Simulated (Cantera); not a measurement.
Input (Python, Cantera) and output of one run.

```python
import numpy as np
import cantera as ct

gas_names = """
    F FO FO2 F2 F2O Mg MgF MgF2 MgN MgO Mg2 Mg2F4 N NF NF2 NF3 NO NO2 NO3 N2 N2O O O2 O3
""".split()
cond_names = """
    Mg(cr) Mg(L) MgF2(s) MgF2(L) MgO(s) MgO(L)
""".split()


def load(file, names, dense=False):
    # The tables refer to 1 bar. Condensed volumes are neglected.
    table = {s.name: s for s in ct.Species.list_from_file(file)}
    out = []
    for n in names:
        d = dict(table[n].input_data)
        d["thermo"] = dict(d["thermo"], **{"reference-pressure": 1e5})
        if dense:
            d["equation-of-state"] = {"model": "constant-volume", "density": "1e6 g/cm^3"}
        out.append(ct.Species.from_dict(d))
    return out


gas = ct.Solution(thermo="ideal-gas", species=load("nasa_gas.yaml", gas_names))
cond = {s.name: ct.Solution(thermo="fixed-stoichiometry", species=[s], name=s.name)
        for s in load("nasa_condensed.yaml", cond_names, dense=True)}
atoms = {
    'MgO': {'Mg': 1, 'O': 1},
    'NF3': {'N': 1, 'F': 3},
}
top_T = {}  # K; cautious upper limits of use, not melting points


def equilibrate(T, P, feed):
    n = {}
    for name, mol in feed.items():
        for a, k in atoms[name].items():
            n[a] = n.get(a, 0.0) + k * mol
    gas.TPX = T, P, n
    mass = sum(n.values()) * gas.mean_molecular_weight
    gas.equilibrate("TP")
    valid = [c for c in cond.values() if c.min_temp <= T <= top_T.get(c.name, c.max_temp)]
    mix = ct.Mixture([(gas, mass / gas.mean_molecular_weight)] + [(c, 0.0) for c in valid])
    mix.T, mix.P = T, P
    mix.equilibrate("TP", solver="vcs", rtol=1e-11, max_steps=5000)
    return mix


results = []
feed = {'MgO': 1, 'NF3': 1.8}  # mol
T = 1823.15  # K
P = 133.322  # Pa
mix = equilibrate(T, P, feed)
results.append((T, P, feed, dict(zip(mix.species_names, mix.species_moles))))
print(gas.report(threshold=1e-06))
for i in range(1, mix.n_phases):
    print(f"{mix.phase(i).name:16s} {mix.phase_moles(i):12.5e} mol")
```

Result:

```
       temperature   1823.2 K
          pressure   133.32 Pa
           density   0.00025477 kg/m^3
  mean mol. weight   28.967 kg/kmol
   phase of matter   gas

                          1 kg             1 kmol
                     ---------------   ---------------
          enthalpy       -1.1123e+06       -3.2219e+07  J
   internal energy       -1.6356e+06       -4.7378e+07  J
           entropy             10469        3.0327e+05  J/K
    Gibbs function         -2.02e+07       -5.8512e+08  J
 heat capacity c_p            1069.4             30978  J/K
 heat capacity c_v            782.38             22663  J/K

                      mass frac. Y      mole frac. X     chem. pot. / RT
                     ---------------   ---------------   ---------------
                 F           0.38424           0.58585           -23.581
                FO        3.2043e-06        2.6521e-06           -42.343
                F2        7.4642e-06        5.6904e-06           -47.162
              MgF2           0.37058            0.1723           -93.468
             Mg2F4        2.5109e-05        5.8372e-06           -186.94
                NO         0.0013099         0.0012646           -36.323
                N2           0.14937           0.15445           -35.121
                 O        0.00066589         0.0012056           -18.763
                O2          0.093805           0.08492           -37.525
     [  +15 minor]        2.0616e-07        1.3205e-07

Mg(L)             0.00000e+00 mol
MgF2(L)           0.00000e+00 mol
MgO(s)            0.00000e+00 mol
```

These are equilibrium values from Cantera (NASA tables, ideal gas, pure condensed phases), not measurements of a reactor.
